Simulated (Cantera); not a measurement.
Charge: 1 mol MgCO3, 0.33 mol SO3, 0.91 mol H2O, 0.3 mol SO2, equilibrated at 75.0 Torr.

Cantera equilibrium calculation (NASA polynomials, part measured and part estimated; ideal gas, pure solids and liquids). Candidate condensed phases: C, C6H6, C7H8, C8H18, H2O, H2SO4, Mg, MgCO3, MgO, Mg(OH)2, MgS, MgSO4, S; 130 gas species. Mutual solubility and eutectic melting of coexisting phases are not modelled. Equilibrium is a limit: real reactors are often held back by kinetics, nucleation or transport.

### Question
At 777 °C, list the 5 most abundant gas species with their mole fractions, and the condensed phases.

### Answer
CO2 0.452, H2O 0.412, SO2 0.136, SO3 0.000249, O2 3.15e-5. Condensed: MgO(s) + MgSO4(s).
